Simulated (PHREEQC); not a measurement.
Solution A (0.00098 mol Pb(NO3)2, 4.2e-05 mol CaCl2, 0.027 mol HCl and 0.038 mol NaCl per kg of water) is mixed with solution B (0.004 mol NiSO4, 3.7e-05 mol Ca(OH)2 and 2.8e-05 mol Ag2SO4 per kg of water) at 20 °C; shares are by mass of water, 1 kg in all. O2 is buffered at 0.21 atm. The system is closed to CO2. Only these solids could form: Gypsum, Portlandite, Litharge, Anglesite, Cotunnite, Laurionite, Larnakite, Ni(OH)2, Ni4(OH)6SO4, Cerargyrite, Ag2O, Ag2SO4, Halite, Mirabilite, Morenosite.

Model: ion-association model, wateq4f.dat, run in PHREEQC.

```json
[
 {"share of solution B": "0", "pH": "1.64", "Anglesite (mol)": "0", "Cerargyrite (mol)": "0"},
 {"share of solution B": "0.05", "pH": "1.67", "Anglesite (mol)": "0", "Cerargyrite (mol)": "9.90e-7"},
 {"share of solution B": "0.1", "pH": "1.69", "Anglesite (mol)": "1.89e-5", "Cerargyrite (mol)": "3.88e-6"},
 {"share of solution B": "0.15", "pH": "1.71", "Anglesite (mol)": "?", "Cerargyrite (mol)": "6.77e-6"},
 {"share of solution B": "0.2", "pH": "1.74", "Anglesite (mol)": "0.000258", "Cerargyrite (mol)": "9.66e-6"},
 {"share of solution B": "0.25", "pH": "1.77", "Anglesite (mol)": "0.000336", "Cerargyrite (mol)": "?"},
 {"share of solution B": "0.3", "pH": "1.80", "Anglesite (mol)": "0.000384", "Cerargyrite (mol)": "1.54e-5"},
 {"share of solution B": "0.35", "pH": "1.83", "Anglesite (mol)": "0.000407", "Cerargyrite (mol)": "1.83e-5"},
 {"share of solution B": "0.4", "pH": "1.87", "Anglesite (mol)": "0.000410", "Cerargyrite (mol)": "2.12e-5"},
 {"share of solution B": "0.45", "pH": "1.91", "Anglesite (mol)": "0.000399", "Cerargyrite (mol)": "2.41e-5"},
 {"share of solution B": "0.5", "pH": "1.95", "Anglesite (mol)": "0.000378", "Cerargyrite (mol)": "2.70e-5"},
 {"share of solution B": "0.55", "pH": "2.00", "Anglesite (mol)": "0.000350", "Cerargyrite (mol)": "2.99e-5"},
 {"share of solution B": "0.6", "pH": "2.05", "Anglesite (mol)": "0.000317", "Cerargyrite (mol)": "3.27e-5"},
 {"share of solution B": "0.65", "pH": "2.11", "Anglesite (mol)": "0.000281", "Cerargyrite (mol)": "3.56e-5"},
 {"share of solution B": "0.7", "pH": "?", "Anglesite (mol)": "0.000242", "Cerargyrite (mol)": "3.85e-5"},
 {"share of solution B": "0.75", "pH": "2.27", "Anglesite (mol)": "0.000201", "Cerargyrite (mol)": "4.14e-5"},
 {"share of solution B": "0.8", "pH": "?", "Anglesite (mol)": "0.000159", "Cerargyrite (mol)": "4.43e-5"},
 {"share of solution B": "0.85", "pH": "2.50", "Anglesite (mol)": "0.000115", "Cerargyrite (mol)": "4.71e-5"},
 {"share of solution B": "0.9", "pH": "2.69", "Anglesite (mol)": "7.09e-5", "Cerargyrite (mol)": "5.00e-5"},
 {"share of solution B": "0.95", "pH": "3.00", "Anglesite (mol)": "2.56e-5", "Cerargyrite (mol)": "5.28e-5"},
 {"share of solution B": "1", "pH": "6.56", "Anglesite (mol)": "0", "Cerargyrite (mol)": "0"}
]
```

Problem. Complete the blanks.

Solution. 
- 0.15, Anglesite (mol): 0.000151
- 0.25, Cerargyrite (mol): 1.25e-5
- 0.7, pH: 2.19
- 0.8, pH: 2.37

The database's Ni(OH)2 is the aged solid; a fresh precipitate is more soluble.
